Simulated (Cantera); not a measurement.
# Stirred combustor or abatement burner

A perfectly stirred reactor is fed with CO : H2 : O2 : N2 = 1 : 0.053 : 0.924 : 2.6 (molar parts), equivalence ratio 0.57, at 12.8 atm; it is adiabatic with a 675 K inlet, and is followed from long to short residence time, starting on the burning branch (τ in s: 0.085, 0.034, 0.014, 0.0057, 0.0023, 0.00093, 0.00038, 0.00015, 6.2e-05, 2.5e-05).

Detailed kinetics in Cantera: GRI-Mech 3.0 (53 species, 325 reactions). The hydrogen kinetics of GRI-Mech 3.0 are dated; newer H2 mechanisms differ, most at raised pressure. The pressure lies above the range GRI-Mech 3.0 was tuned for (to about 10 atm).

```tsv
τ (s)	T (K)	x CO	x H2	x O2	x O	x H	x H2O2	x NO2
0.085	2410	0.00505	4.27e-5	0.0941	0.000795	3.09e-5	7.80e-8	2.58e-5
0.034	2411	0.00525	4.40e-5	0.0947	0.000821	3.23e-5	7.89e-8	2.36e-5
0.014	2411	0.00569	4.68e-5	0.0958	0.000877	3.54e-5	8.06e-8	2.00e-5
0.0057	2409	0.00667	5.31e-5	0.0974	0.000999	4.26e-5	8.39e-8	1.54e-5
0.0023	2397	0.00878	6.69e-5	0.0992	0.00126	6.02e-5	9.09e-8	1.15e-5
0.00093	2369	0.0129	9.39e-5	0.101	0.00180	0.000102	1.07e-7	9.08e-6
0.00038	2317	0.0198	0.000139	0.104	0.00277	0.000193	1.41e-7	7.01e-6
0.00015	2230	0.0310	0.000208	0.109	0.00436	0.000379	2.08e-7	4.34e-6
6.2e-5	2105	0.0471	0.000290	0.115	0.00627	0.000664	3.29e-7	2.11e-6
2.5e-5	1864	0.0806	0.000402	0.130	0.00691	0.000850	7.02e-7	7.05e-7
```
x: mole fraction; the columns are a selection and need not sum to one.
